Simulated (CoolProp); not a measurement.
R114 along the isotherm 226.85 °C: density (kg/m³) from the reference equation and from simpler models built on Tc = 147.5 °C, pc = 3.352 MPa, ω = 0.252; each cubic takes its own stable root.

Computed with CoolProp (reference Helmholtz-energy equation of state, Platzer 1990). This equation is an older, rougher fit; its heat capacities, sound speeds and derivatives of the liquid may be far off and weren't checked against measurements.

```tsv
p (MPa)	phase	reference
0.698	gas	29.88
1.4	gas	62.63
2.1	gas	98.58
2.79	gas	137.9
3.49	supercritical	182.7
4.19	supercritical	233.2
4.89	supercritical	290.1
5.59	supercritical	353.4
6.29	supercritical	421.2
6.98	supercritical	488.8
7.68	supercritical	553.6
8.38	supercritical	611.8
```

How far does each simpler model (ideal gas, Peng-Robinson) lie from the reference over these 12 states: mean and median of the absolute difference, and the worst?


- ideal gas: mean 26.8 %, median 28.4 %, worst -43.7 % at 226.85 °C and 8.38 MPa
- Peng-Robinson: mean 1.3 %, median 1.5 %, worst -2.2 % at 226.85 °C and 8.38 MPa
